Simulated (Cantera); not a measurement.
What does this Cantera script print?

```python
import numpy as np
import cantera as ct

gas_names = """
    C CO CO2 C2 C2O C3 C3O2 C4 C5 Fe FeC5O5 FeO O O2 O3
""".split()
cond_names = """
    C(gr) Fe(a) Fe(c) Fe(d) Fe(L) FeC5O5(L) FeO(s) FeO(L) Fe2O3(s) Fe3O4(s)
""".split()


# ... load() reads the species with a 1 bar reference pressure and builds the phases ...
atoms = {
    'Fe': {'Fe': 1},
    'O2': {'O': 2},
    'CO': {'C': 1, 'O': 1},
}
top_T = {'C(gr)': 4500, 'Fe2O3(s)': 1830, 'Fe3O4(s)': 1870}  # K; cautious upper limits of use, not melting points


# ... equilibrate(T, P, feed) seeds the gas with the atoms and calls Mixture.equilibrate('TP', solver="vcs", rtol=1e-11, max_steps=5000) ...
results = []
feed = {'Fe': 1, 'O2': 0.38, 'CO': 0.85}  # mol
for P in [10, 48, 230, 1100, 5500, 26000, 130000, 620000, 3000000]:
    for T in [1000, 1075, 1150, 1225, 1300, 1375, 1450, 1525, 1600, 1675]:
        mix = equilibrate(T, P, feed)
        results.append((T, P, feed, dict(zip(mix.species_names, mix.species_moles))))

for T, P, feed, n in results:
    print(f"{T:7g} {P:10.4g}  " + (" + ".join(c for c in cond_names if n.get(c, 0) > 1e-12) or "gas only"))
```

It prints:

```
   1000         10  Fe(a) + FeO(s)
   1075         10  Fe(a) + FeO(s)
   1150         10  Fe(a) + FeO(s)
   1225         10  Fe(c) + FeO(s)
   1300         10  Fe(c) + FeO(s)
   1375         10  Fe(c) + FeO(s)
   1450         10  Fe(c) + FeO(s)
   1525         10  Fe(c) + FeO(s)
   1600         10  Fe(c) + FeO(s)
   1675         10  Fe(d) + FeO(L)
   1000         48  Fe(a) + FeO(s)
   1075         48  Fe(a) + FeO(s)
   1150         48  Fe(a) + FeO(s)
   1225         48  Fe(c) + FeO(s)
   1300         48  Fe(c) + FeO(s)
   1375         48  Fe(c) + FeO(s)
   1450         48  Fe(c) + FeO(s)
   1525         48  Fe(c) + FeO(s)
   1600         48  Fe(c) + FeO(s)
   1675         48  Fe(d) + FeO(L)
   1000        230  Fe(a) + FeO(s)
   1075        230  Fe(a) + FeO(s)
   1150        230  Fe(a) + FeO(s)
   1225        230  Fe(c) + FeO(s)
   1300        230  Fe(c) + FeO(s)
   1375        230  Fe(c) + FeO(s)
   1450        230  Fe(c) + FeO(s)
   1525        230  Fe(c) + FeO(s)
   1600        230  Fe(c) + FeO(s)
   1675        230  Fe(d) + FeO(L)
   1000       1100  Fe(a) + FeO(s)
   1075       1100  Fe(a) + FeO(s)
   1150       1100  Fe(a) + FeO(s)
   1225       1100  Fe(c) + FeO(s)
   1300       1100  Fe(c) + FeO(s)
   1375       1100  Fe(c) + FeO(s)
   1450       1100  Fe(c) + FeO(s)
   1525       1100  Fe(c) + FeO(s)
   1600       1100  Fe(c) + FeO(s)
   1675       1100  Fe(d) + FeO(L)
   1000       5500  Fe(a) + FeO(s)
   1075       5500  Fe(a) + FeO(s)
   1150       5500  Fe(a) + FeO(s)
   1225       5500  Fe(c) + FeO(s)
   1300       5500  Fe(c) + FeO(s)
   1375       5500  Fe(c) + FeO(s)
   1450       5500  Fe(c) + FeO(s)
   1525       5500  Fe(c) + FeO(s)
   1600       5500  Fe(c) + FeO(s)
   1675       5500  Fe(d) + FeO(L)
   1000    2.6e+04  Fe(a) + FeO(s)
   1075    2.6e+04  Fe(a) + FeO(s)
   1150    2.6e+04  Fe(a) + FeO(s)
   1225    2.6e+04  Fe(c) + FeO(s)
   1300    2.6e+04  Fe(c) + FeO(s)
   1375    2.6e+04  Fe(c) + FeO(s)
   1450    2.6e+04  Fe(c) + FeO(s)
   1525    2.6e+04  Fe(c) + FeO(s)
   1600    2.6e+04  Fe(c) + FeO(s)
   1675    2.6e+04  Fe(d) + FeO(L)
   1000    1.3e+05  C(gr) + FeO(s)
   1075    1.3e+05  Fe(a) + FeO(s)
   1150    1.3e+05  Fe(a) + FeO(s)
   1225    1.3e+05  Fe(c) + FeO(s)
   1300    1.3e+05  Fe(c) + FeO(s)
   1375    1.3e+05  Fe(c) + FeO(s)
   1450    1.3e+05  Fe(c) + FeO(s)
   1525    1.3e+05  Fe(c) + FeO(s)
   1600    1.3e+05  Fe(c) + FeO(s)
   1675    1.3e+05  Fe(d) + FeO(L)
   1000    6.2e+05  C(gr) + FeO(s)
   1075    6.2e+05  C(gr) + FeO(s)
   1150    6.2e+05  Fe(a) + FeO(s)
   1225    6.2e+05  Fe(c) + FeO(s)
   1300    6.2e+05  Fe(c) + FeO(s)
   1375    6.2e+05  Fe(c) + FeO(s)
   1450    6.2e+05  Fe(c) + FeO(s)
   1525    6.2e+05  Fe(c) + FeO(s)
   1600    6.2e+05  Fe(c) + FeO(s)
   1675    6.2e+05  Fe(d) + FeO(L)
   1000      3e+06  C(gr) + FeO(s)
   1075      3e+06  C(gr) + FeO(s)
   1150      3e+06  C(gr) + FeO(s)
   1225      3e+06  C(gr) + FeO(s)
   1300      3e+06  Fe(c) + FeO(s)
   1375      3e+06  Fe(c) + FeO(s)
   1450      3e+06  Fe(c) + FeO(s)
   1525      3e+06  Fe(c) + FeO(s)
   1600      3e+06  Fe(c) + FeO(s)
   1675      3e+06  Fe(d) + FeO(L)
```

Equilibrium computed with Cantera from the NASA thermochemical tables; the gas is ideal and each condensed phase is pure. Mutual solubility and eutectic melting of coexisting phases are not modelled. The tables' stoichiometric FeO is somewhat more stable than real wüstite, so its field is too wide. FeO: taken at fixed stoichiometry. Condensed phases not in the tables: cementite and carbon dissolved in iron.
